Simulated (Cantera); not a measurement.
An isothermal, constant-pressure homogeneous reactor starts with NH3 : H2 = 1 : 0.24 (molar parts), at 1825 K and 0.0230 bar. Integrator tolerance rtol = 1e-08.

Model: the gas-phase N/H chemistry of the illustrative SiF4/NH3 mechanism in the Surface Chemkin manual (1991), integrated in Cantera. Walls and surfaces, which speed up NH3 decomposition in real reactors, are not modelled.

Problem. What does this change do: temperature 1825 to 1200 K?

Solution. 
| quantity | before | after |
|---|---|---|
| x(NH3) at 10.0 s | 0.142 (gas-phase equilibrium 2.04e-7) | 0.806 (gas-phase equilibrium 1.39e-6) |
| x(H2) at 10.0 s | 0.674 (gas-phase equilibrium 0.774) | 0.194 (gas-phase equilibrium 0.777) |
| x(N2H4) at 10.0 s | 1.63e-9 (gas-phase equilibrium <1e-12) | 9.46e-10 (gas-phase equilibrium <1e-12) |
| x(NH2) at 10.0 s | 0.000179 (gas-phase equilibrium 1.83e-9) | 1.19e-6 (gas-phase equilibrium 3.29e-12) |
| x(N2) at 10.0 s | 0.184 (gas-phase equilibrium 0.223) | 6.68e-7 (gas-phase equilibrium 0.223) |
